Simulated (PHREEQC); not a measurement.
0.98 g of hydrous ferric oxide (600 m²/g; 0.2 weak and 0.005 strong sites per Fe, Dzombak-Morel constants, diffuse double layer) in 1 kg of water with 0.05 mol/kgw of an inert sodium salt and 6.5e-06 mol/kgw CaCl2 and 3.8e-05 mol/kgw Ag2SO4, at 25 °C; the pH is set by adding NaOH or the inert anion's acid. O2 is buffered at 0.21 atm. The system is closed to CO2. No solid was allowed to form.

The numbers come from PHREEQC with the ion-association model, wateq4f.dat.

| pH | Ca sorbed (%) | S sorbed (%) | Ag sorbed (%) | surface charge σ (C/m²) | surface potential ψ (mV) |
|---|---|---|---|---|---|
| 4 | 0.0 | 99.9 | 0.2 | 0.285 | 158 |
| 4.5 | 0.0 | 99.7 | 0.9 | 0.231 | 147 |
| 5 | 0.0 | 99.2 | 3.7 | 0.175 | 133 |
| 5.5 | 0.0 | 97.3 | 11.8 | 0.125 | 116 |
| 6 | 0.1 | 89.6 | 26.8 | 0.085 | 97 |
| 6.5 | 0.2 | 64.1 | 44.4 | 0.055 | 76 |
| 7 | 0.7 | 24.8 | 59.3 | 0.034 | 55 |
| 7.5 | 2.8 | 4.9 | 70.8 | 0.017 | 31 |
| 8 | 13.5 | 0.7 | 81.0 | 0.003 | 6 |
| 8.5 | 51.2 | 0.1 | 90.1 | -0.010 | -20 |
| 9 | 88.6 | 0.0 | 96.0 | -0.026 | -44 |
| 9.5 | 98.3 | 0.0 | 98.6 | -0.046 | -68 |
| 10 | 99.7 | 0.0 | 99.5 | -0.073 | -90 |

Along this series the solution becomes supersaturated in solids that the run did not let form, among them Cerargyrite.
